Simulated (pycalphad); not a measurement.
Effect of V content in Si-V

All values are pycalphad results on the COST 507 light-alloy database (1999) (1 atm), not direct measurements. The data set is of 1999 and partly superseded. Amounts are mole fractions of atoms.

```json
[
 {"alloy": "Si-1.11V (at.%)", "liquidus (°C)": "1409", "first solid": "diamond (Si)", "solidus (°C)": "1402", "phases at 752 °C": "diamond (Si) 0.97, SI2V 0.03"},
 {"alloy": "Si-2.22V (at.%)", "liquidus (°C)": "1405", "first solid": "diamond (Si)", "solidus (°C)": "1402", "phases at 752 °C": "diamond (Si) 0.93, SI2V 0.07"},
 {"alloy": "Si-3.33V (at.%)", "liquidus (°C)": "1413", "first solid": "SI2V", "solidus (°C)": "1402", "phases at 752 °C": "diamond (Si) 0.90, SI2V 0.10"},
 {"alloy": "Si-4.44V (at.%)", "liquidus (°C)": "1447", "first solid": "SI2V", "solidus (°C)": "1402", "phases at 752 °C": "diamond (Si) 0.87, SI2V 0.13"},
 {"alloy": "Si-8.88V (at.%)", "liquidus (°C)": "1517", "first solid": "SI2V", "solidus (°C)": "1402", "phases at 752 °C": "diamond (Si) 0.73, SI2V 0.27"}
]
```

Database names, with the compositions (at.%) that they take in these runs: SI2V: Si 67 V 33.
